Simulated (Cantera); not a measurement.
**Adiabatic ignition**

An adiabatic, constant-pressure homogeneous reactor starts with H₂ : O₂ : N₂ : H₂O = 1 : 0.455 : 2.32 : 1.1 (molar parts), equivalence ratio 1.1, at 1025 K and 0.987 atm.

Cantera simulation using the H2/O2 subset of GRI-Mech 3.0, which has no nitrogen chemistry; the numbers are that mechanism's predictions, not measurements.

```
t (s)     T (K)    x H₂      x O₂  x H₂O     x HO₂      x OH
--------  -----  ------  --------  -----  --------  --------
1.00e-6    1025   0.205    0.0933  0.226  3.00e-11    <1e-12
3.40e-6    1025   0.205    0.0933  0.226  1.21e-10  2.15e-12
1.16e-5    1025   0.205    0.0933  0.226  5.67e-10  6.57e-12
3.93e-5    1025   0.205    0.0933  0.226   2.80e-9  1.16e-11
0.000134   1025   0.205    0.0933  0.226   1.16e-8  1.33e-11
0.000454   1025   0.205    0.0933  0.226   4.43e-8  1.77e-11
0.00154    1025   0.205    0.0933  0.226   2.06e-7  4.74e-11
0.00524    1025   0.205    0.0933  0.226   3.31e-6  8.21e-10
0.0178     2234  0.0230  0.000788  0.449   2.15e-7   0.00301
0.0606     2234  0.0229  0.000770  0.449   2.09e-7   0.00298
0.206      2234  0.0229  0.000770  0.449   2.09e-7   0.00298
0.700      2234  0.0229  0.000770  0.449   2.09e-7   0.00298
```
x: mole fraction; the columns are a selection and need not sum to one.

- time of steepest temperature rise: 13.1 ms
- temperature at 0.700 s: 2234 K
- equilibrium temperature: 2234 K
- x(H₂) at 0.700 s: 0.0229 (gas-phase equilibrium 0.0229)
- x(O₂) at 0.700 s: 0.000770 (gas-phase equilibrium 0.000770)
- x(H₂O) at 0.700 s: 0.449 (gas-phase equilibrium 0.449)
